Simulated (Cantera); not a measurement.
## NO annealing gas

An isothermal, constant-pressure homogeneous reactor starts with NO : N2 = 1 : 8.2 (molar parts), at 2100 K and 0.170 bar.

Cantera simulation using GRI-Mech 3.0 (53 species, 325 reactions); the numbers are that mechanism's predictions, not measurements.

```tsv
t (s)	x NO	x O2	x O	x NO2	x N2	x N2O
2.00e-6	0.109	<1e-12	9.32e-9	2.10e-12	0.891	9.31e-9
2.00e-5	0.109	4.16e-11	9.37e-8	2.05e-10	0.891	9.25e-8
0.000200	0.109	4.29e-9	9.85e-7	1.58e-8	0.891	8.62e-7
0.00200	0.109	5.65e-7	1.34e-5	5.01e-7	0.891	4.69e-6
0.0200	0.108	8.52e-5	0.000131	5.04e-6	0.891	5.73e-6
0.200	0.104	0.00236	0.000234	8.74e-6	0.894	5.12e-6
2.00	0.0503	0.0289	0.000589	1.14e-5	0.920	1.19e-6
20.0	0.00540	0.0512	0.000768	1.62e-6	0.943	1.36e-7
200	0.00540	0.0512	0.000768	1.61e-6	0.943	1.36e-7
```
x: mole fraction; the columns are a selection and need not sum to one.

Equilibrium at this temperature and pressure: NO 0.00540, O2 0.0512, O 0.000768, NO2 1.61e-6, N2 0.943, N2O 1.36e-7 (gas phase only).
